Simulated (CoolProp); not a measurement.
Vapour-liquid equilibrium of R142b (1) + R113 (2) at 281.9 K; x and y are mole fractions of (1).

Computed with CoolProp (multi-fluid Helmholtz-energy mixture model, Lemmon 2006 and Marx 1992; pair parameters Bell 2016).

| x | bubble pressure (bar) | y at the bubble point | dew pressure at overall composition x (bar) | liquid density (mol/L) |
|---|---|---|---|---|
| 0.05 | 0.3476 | 0.376 | 0.2374 | 8.657 |
| 0.15 | 0.5727 | 0.655 | 0.2630 | 8.887 |
| 0.25 | 0.7761 | 0.769 | 0.2947 | 9.127 |
| 0.35 | 0.9604 | 0.833 | 0.3351 | 9.381 |
| 0.45 | 1.129 | 0.875 | 0.3882 | 9.647 |
| 0.55 | 1.287 | 0.906 | 0.4610 | 9.930 |
| 0.65 | 1.439 | 0.930 | 0.5667 | 10.23 |
| 0.75 | 1.588 | 0.951 | 0.7327 | 10.55 |
| 0.85 | 1.740 | 0.971 | 1.023 | 10.89 |
| 0.95 | 1.900 | 0.990 | 1.578 | 11.26 |

No azeotrope shows between x = 0.05 and 0.95.

Pair parameters are fitted to limited data, so mixtures are less certain than the pure fluids.
